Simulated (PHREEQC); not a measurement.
PHREEQC input (Pitzer model, pitzer.dat):

```
SOLUTION 1
  temp 25
  units mol/kgw
  pH 7 charge
  Cl 0.52
  K 0.5958
  C(4) 0.0689
END
USE solution 1
INCREMENTAL_REACTIONS false
REACTION 1
  H2O -1
  0 9.886 18.011 24.689 30.178 34.689 38.397 41.444
  43.949 46.007 47.699 49.089 50.232 51.172 51.944 52.578
  53.1 53.528 53.88 54.17 54.408 54.603 54.764 54.896
  55.005 55.094 55.168 55.228 moles
EQUILIBRIUM_PHASES 1
  Kalicinite 0 0
  Sylvite 0 0
  CO2(g) -3.4 10
SELECTED_OUTPUT 1
  -reset false
  -pH true
  -pe true
  -ionic_strength true
  -water true
  -activities H2O
  -totals C Cl K
  -molalities H+ K+ Cl- CO3-2 OH- HCO3- CO2
  -equilibrium_phases Kalicinite Sylvite
PRINT
  -reset false
END
```

Selected output (columns that matter, 20 of 28 rows; water left (kg) added in front):

```
water left (kg)	pH	mu	C	Cl	K	m_H+	m_K+	m_Cl-	m_CO3-2	m_OH-	m_HCO3-	la_H2O	Kalicinite	Sylvite
1.00026	9.5453	0.61708	0.054309	0.51987	0.59565	3.9418e-10	0.59565	0.51987	0.021435	4.9962e-05	0.032861	-0.008173	0	0
0.82218	9.5833	0.75253	0.064285	0.63246	0.72466	3.5969e-10	0.72466	0.63246	0.027867	5.4578e-05	0.036406	-0.0099122	0	0
0.555538	9.6552	1.1186	0.090219	0.93603	1.0725	2.9683e-10	1.0725	0.93603	0.046174	6.3619e-05	0.044033	-0.014623	0	0
0.456671	9.6897	1.3636	0.10702	1.1387	1.3047	2.6722e-10	1.3047	1.1387	0.058908	6.7826e-05	0.0481	-0.0178	0	0
0.308638	9.7584	2.0248	0.15117	1.6848	1.9304	2.0942e-10	1.9304	1.6848	0.094363	7.4973e-05	0.056795	-0.026544	0	0
0.25376	9.7942	2.4664	0.18009	2.0492	2.3479	1.808e-10	2.3479	2.0492	0.11855	7.7647e-05	0.061538	-0.03256	0	0
0.171582	9.8744	3.6569	0.25719	3.0306	3.4724	1.2477e-10	3.4724	3.0306	0.18451	8.0634e-05	0.072668	-0.049636	0	0
0.141109	9.9224	4.4509	0.30849	3.6851	4.2223	9.8461e-11	4.2223	3.6851	0.22862	8.081e-05	0.079861	-0.061789	0	0
0.116075	9.9784	5.4084	0.37109	4.4735	5.1265	7.4538e-11	5.1265	4.4735	0.28186	8.0152e-05	0.089215	-0.077287	0	0.00073957
0.0785602	10.081	5.714	0.53969	4.324	5.2889	6.6719e-11	5.2889	4.324	0.42508	9.3291e-05	0.1146	-0.0789	0	0.1803
0.0646569	10.134	5.9188	0.65146	4.2257	5.398	6.4005e-11	5.398	4.2257	0.52079	9.9599e-05	0.13067	-0.080038	0	0.24678
0.0438383	10.245	6.4733	0.95088	3.9662	5.6952	6.0847e-11	5.6952	3.9662	0.7781	0.00011033	0.17278	-0.083359	0	0.34613
0.0361303	10.304	6.8445	1.1493	3.7981	5.896	6.0384e-11	5.896	3.7981	0.94853	0.00011398	0.20079	-0.085782	0	0.38277
0.0297908	10.366	7.2978	1.3899	3.599	6.1434	6.0652e-11	6.1434	3.599	1.1544	0.0001159	0.2355	-0.088958	0	0.41278
0.0202803	10.503	8.532	2.0365	3.0934	6.831	6.3251e-11	6.831	3.0934	1.701	0.0001125	0.33548	-0.098799	0	0.45727
0.0167667	10.579	9.3611	2.4648	2.7843	7.3052	6.5344e-11	7.3052	2.7843	2.056	0.00010636	0.4088	-0.10637	0	0.47332
0.0114832	10.75	11.641	3.6226	2.0619	8.6629	6.9464e-11	8.6629	2.0619	2.9783	8.459e-05	0.6442	-0.13086	0	0.49632
0.00951387	10.848	13.2	4.4047	1.67	9.6373	7.0074e-11	9.6373	1.67	3.5625	6.9855e-05	0.84219	-0.15043	0	0.50411
0.0064557	10.95	15.048	5.3376	1.3001	10.843	6.8539e-11	10.843	1.3001	4.2049	5.4582e-05	1.1326	-0.17607	0.014196	0.51161
0.00528614	10.95	15.048	5.3376	1.3001	10.843	6.8539e-11	10.843	1.3001	4.2049	5.4582e-05	1.1326	-0.17607	0.025357	0.51313
```
